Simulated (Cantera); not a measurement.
What does this Cantera script print?

```python
import numpy as np
import cantera as ct

gas_names = """
    H HI HNO HNO2 HNO3 HO2 H2 H2O H2O2 I I2 N NH NH2 NH3 NH2OH NO NO2 NO3 N2 N2H2 N2H4 N2O O OH O2 O3
""".split()
cond_names = """
    H2O(s) H2O(L) I2(cr) I2(L)
""".split()


def load(file, names, dense=False):
    # The tables refer to 1 bar. Condensed volumes are neglected.
    table = {s.name: s for s in ct.Species.list_from_file(file)}
    out = []
    for n in names:
        d = dict(table[n].input_data)
        d["thermo"] = dict(d["thermo"], **{"reference-pressure": 1e5})
        if dense:
            d["equation-of-state"] = {"model": "constant-volume", "density": "1e6 g/cm^3"}
        out.append(ct.Species.from_dict(d))
    return out


gas = ct.Solution(thermo="ideal-gas", species=load("nasa_gas.yaml", gas_names))
cond = {s.name: ct.Solution(thermo="fixed-stoichiometry", species=[s], name=s.name)
        for s in load("nasa_condensed.yaml", cond_names, dense=True)}
atoms = {
    'HI': {'H': 1, 'I': 1},
    'O2': {'O': 2},
    'N2': {'N': 2},
}
top_T = {}  # K; cautious upper limits of use, not melting points


def equilibrate(T, P, feed):
    n = {}
    for name, mol in feed.items():
        for a, k in atoms[name].items():
            n[a] = n.get(a, 0.0) + k * mol
    gas.TPX = T, P, n
    mass = sum(n.values()) * gas.mean_molecular_weight
    gas.equilibrate("TP")
    valid = [c for c in cond.values() if c.min_temp <= T <= top_T.get(c.name, c.max_temp)]
    mix = ct.Mixture([(gas, mass / gas.mean_molecular_weight)] + [(c, 0.0) for c in valid])
    mix.T, mix.P = T, P
    mix.equilibrate("TP", solver="vcs", rtol=1e-11, max_steps=5000)
    return mix


results = []
T = 1225  # K
P = 310  # Pa
for m in [0.04, 0.067, 0.11, 0.19, 0.31, 0.52, 0.86]:
    feed = {'HI': 1, 'O2': m, 'N2': 21}  # mol
    mix = equilibrate(T, P, feed)
    results.append((T, P, feed, dict(zip(mix.species_names, mix.species_moles))))

top = {s: max(r[3][s] / sum(r[3][g] for g in gas_names) for r in results) for s in gas_names}
cols = sorted((s for s in top if top[s] > 0.0001), key=lambda s: -top[s])[:6]
seen = [c for c in cond_names if any(r[3].get(c, 0) > 1e-12 for r in results)]
print("log10 of partial pressures in bar; condensed amounts in mol")
print(f"{'n(O2)':>10s}" + "".join(f"{s[:9]:>10s}" for s in cols + seen))
for T, P, feed, n in results:
    ng = sum(n[g] for g in gas_names)
    print(f"{feed['O2']:10.4g}" + "".join(f"{np.log10(max(n[s] / ng * P / 1e5, 1e-99)):10.3f}" for s in cols)
          + "".join(f"{n.get(c, 0):10.4g}" for c in seen))
```

Output:

```
log10 of partial pressures in bar; condensed amounts in mol
     n(O2)        N2         I        O2       H2O        H2        HI
      0.04    -2.538    -3.906   -16.682    -4.957    -4.290    -4.870
     0.067    -2.538    -3.903   -16.106    -4.733    -4.354    -4.899
      0.11    -2.538    -3.897   -15.425    -4.518    -4.480    -4.956
      0.19    -2.538    -3.885   -14.137    -4.281    -4.887    -5.147
      0.31    -2.540    -3.863    -5.086    -4.163    -9.295    -7.330
      0.52    -2.544    -3.867    -4.436    -4.167    -9.624    -7.498
      0.86    -2.550    -3.874    -4.088    -4.174    -9.804    -7.595
```

Method: chemical equilibrium by Gibbs-energy minimisation in Cantera with the NASA 1993 tables (ideal gas, pure condensed phases).
